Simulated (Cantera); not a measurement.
## Premixed flame

A freely propagating, adiabatic, planar premixed flame of 36.7 % H₂, 13.1 % O₂, 47.3 % N₂, 2.90 % H₂O, unburnt at 650 K and 10.0 bar; mixture-averaged transport, grid criteria slope 0.08 and curve 0.16, no radiation.

Computed with Cantera and the H2/O2 subset of GRI-Mech 3.0, which has no nitrogen chemistry. The hydrogen kinetics of GRI-Mech 3.0 are dated; newer H2 mechanisms differ, most at raised pressure. Burning velocities carry a grid error of a few per cent, more on coarse grids.

```tsv
z (mm)	T (K)	u (m/s)	x H₂	x O₂	x H₂O₂	x HO₂	x H₂O	x H
-0.0711	650	9.13	0.367	0.131	<1e-8	<1e-8	0.0290	<1e-8
-0.0474	650	9.13	0.367	0.131	<1e-8	1.03e-8	0.0290	<1e-8
-0.0356	650	9.13	0.367	0.131	<1e-8	1.05e-7	0.0290	<1e-8
-0.0237	651	9.13	0.365	0.131	9.35e-8	4.54e-6	0.0291	<1e-8
-0.0119	714	9.80	0.348	0.133	2.53e-5	0.000793	0.0329	8.58e-5
-0.00593	1024	13.5	0.304	0.124	0.000114	0.00132	0.0649	0.00334
0	1480	19.0	0.229	0.0889	3.23e-5	0.000629	0.144	0.0178
0.00593	1805	22.9	0.163	0.0456	5.68e-6	0.000275	0.226	0.0334
0.0119	1983	25.1	0.130	0.0209	3.60e-6	0.000114	0.271	0.0388
0.0237	2152	27.0	0.113	0.00626	1.95e-6	3.14e-5	0.300	0.0350
0.0474	2292	28.5	0.112	0.00242	1.13e-6	1.17e-5	0.312	0.0251
0.0949	2399	29.6	0.114	0.00110	6.82e-7	4.86e-6	0.321	0.0161
0.190	2470	30.3	0.115	0.000445	3.61e-7	1.66e-6	0.327	0.00980
```
x: mole fraction of selected species; z is measured from the peak of heat release.

```yaml
laminar_burning_velocity: 913 cm/s
thermal_thickness: 0.0237 mm
peak x(H₂O₂): 0.000115
peak x(HO₂): 0.00152
peak x(H): 0.0389
grid_points: 111
```
